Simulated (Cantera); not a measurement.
Input (Python, Cantera):

```python
import numpy as np
import cantera as ct

gas = ct.Solution("gri30.yaml")
gas.TPX = 1423, 1000000, {'CH4': 1, 'C2H6': 0.11, 'C3H8': 0.45, 'O2': 3.86, 'N2': 14.5, 'H2O': 1.2}
reactor = ct.IdealGasReactor(gas, energy="on", clone=False)
net = ct.ReactorNet([reactor])
net.rtol, net.atol = 1e-08, 1e-16
show = ['CH4', 'C2H6', 'C3H8', 'H2', 'NO', 'HCO', 'CH3']
times = np.geomspace(2e-06, 0.2, 13)

steps = ct.SolutionArray(gas, extra=["t"])
rows = []
print(f"{'t/s':>10s}{'T/K':>9s}{'P/Pa':>11s}" + "".join(f"{s:>11s}" for s in show))
for t in times:
    while net.time < t:
        t_next = net.step()
        steps.append(gas.state, t=t_next)
    rows.append([np.interp(t, steps.t, y) for y in (steps.T, steps.P, *steps(*show).X.T)])
    print(f"{t:10.3e}{rows[-1][0]:9.1f}{rows[-1][1]:11.4g}" + "".join(f"{x:11.3e}" for x in rows[-1][2:]))
rate = np.gradient(steps.T, steps.t)
print("integrator steps:", len(steps.t))
if steps.T.max() > steps.T[0] + 200:
    print(f"time of steepest temperature rise: {steps.t[rate.argmax()]:.4e} s")
gas.TPX = 1423, 1000000, {'CH4': 1, 'C2H6': 0.11, 'C3H8': 0.45, 'O2': 3.86, 'N2': 14.5, 'H2O': 1.2}
gas.equilibrate("UV")
print(f"equilibrium (UV): T = {gas.T:.1f} K  " + "  ".join(f"{s} {gas[s].X[0]:.3e}" for s in show))
```

It prints:

```
       t/s      T/K       P/Pa        CH4       C2H6       C3H8         H2         NO        HCO        CH3
 2.000e-06   1422.3  9.997e+05  4.734e-02  5.199e-03  2.121e-02  1.910e-05  7.001e-15  3.236e-10  8.919e-05
 5.220e-06   1422.0  9.997e+05  4.727e-02  5.189e-03  2.094e-02  1.017e-04  7.270e-14  7.433e-09  2.173e-04
 1.363e-05   1424.5  1.003e+06  4.700e-02  5.260e-03  1.984e-02  4.913e-04  6.431e-13  5.629e-08  2.920e-04
 3.557e-05   1443.9  1.022e+06  4.568e-02  5.308e-03  1.568e-02  2.397e-03  6.420e-12  4.624e-07  3.780e-04
 9.283e-05   3068.2  2.337e+06  2.158e-12  9.427e-24  9.913e-35  2.979e-02  4.760e-03  7.035e-07  7.805e-12
 2.423e-04   3059.4  2.331e+06  2.327e-12  1.073e-23  1.189e-34  3.033e-02  7.182e-03  7.020e-07  8.159e-12
 6.325e-04   3059.3  2.331e+06  2.328e-12  1.073e-23  1.190e-34  3.033e-02  7.194e-03  7.020e-07  8.161e-12
 1.651e-03   3059.3  2.331e+06  2.328e-12  1.073e-23  1.190e-34  3.033e-02  7.194e-03  7.020e-07  8.161e-12
 4.309e-03   3059.3  2.331e+06  2.328e-12  1.073e-23  1.190e-34  3.033e-02  7.194e-03  7.020e-07  8.161e-12
 1.125e-02   3059.3  2.331e+06  2.328e-12  1.073e-23  1.190e-34  3.033e-02  7.194e-03  7.020e-07  8.161e-12
 2.936e-02   3059.3  2.331e+06  2.328e-12  1.073e-23  1.190e-34  3.033e-02  7.194e-03  7.020e-07  8.161e-12
 7.662e-02   3059.3  2.331e+06  2.328e-12  1.073e-23  1.190e-34  3.033e-02  7.194e-03  7.020e-07  8.161e-12
 2.000e-01   3059.3  2.331e+06  2.328e-12  1.073e-23  1.190e-34  3.033e-02  7.194e-03  7.020e-07  8.161e-12
integrator steps: 1869
time of steepest temperature rise: 5.7725e-05 s
equilibrium (UV): T = 3059.3 K  CH4 2.786e-12  C2H6 1.463e-23  C3H8 1.752e-34  H2 3.033e-02  NO 7.194e-03  HCO 7.020e-07  CH3 9.767e-12
```

Model: GRI-Mech 3.0 (53 species, 325 reactions), integrated in Cantera. GRI-Mech 3.0 was tuned for natural gas; its chemistry of propane as a main component is partial and can be far from experiment. Above 3000 K some thermodynamic fits are extrapolated.
